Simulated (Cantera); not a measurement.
Cantera run:

```python
import numpy as np
import cantera as ct

gas_names = """
    AL ALF ALF2 ALF3 ALN AL2 AL2F6 F F2 N NF NF2 NF3 N2
""".split()
cond_names = """
    AL(cr) AL(L) ALF3(a) ALF3(b) ALF3(L) ALN(s)
""".split()


# ... load() reads the species with a 1 bar reference pressure and builds the phases ...
atoms = {
    'Al': {'AL': 1},
    'F2': {'F': 2},
    'N2': {'N': 2},
}
top_T = {'ALN(s)': 2750}  # K; cautious upper limits of use, not melting points


# ... equilibrate(T, P, feed) seeds the gas with the atoms and calls Mixture.equilibrate('TP', solver="vcs", rtol=1e-11, max_steps=5000) ...
results = []
feed = {'Al': 1, 'F2': 1.1, 'N2': 44}  # mol
T = 1548  # K
P = 10000  # Pa
mix = equilibrate(T, P, feed)
results.append((T, P, feed, dict(zip(mix.species_names, mix.species_moles))))
x = sorted(zip(gas.X, gas.species_names), reverse=True)
print(f"T = {T:g} K  P = {P:g} Pa  gas = {mix.phase_moles(0):.4g} mol")
print("   x: " + "  ".join(f"{s} {v:.3e}" for v, s in x if v > 1e-06))
print("   condensed (mol): " + ("  ".join(f"{mix.phase(i).name} {mix.phase_moles(i):.4g}"
      for i in range(1, mix.n_phases) if mix.phase_moles(i) > 1e-12) or "none"))
```

It prints:

```
T = 1548 K  P = 10000 Pa  gas = 44.74 mol
   x: N2 9.815e-01  ALF3 1.456e-02  ALF 2.317e-03  ALF2 1.575e-03  AL2F6 3.124e-06
   condensed (mol): ALN(s) 0.1741
```

These are equilibrium values from Cantera (NASA tables, ideal gas, pure condensed phases), not measurements of a reactor. The tables' values for AlF2 are old estimates; treat these amounts as uncertain.
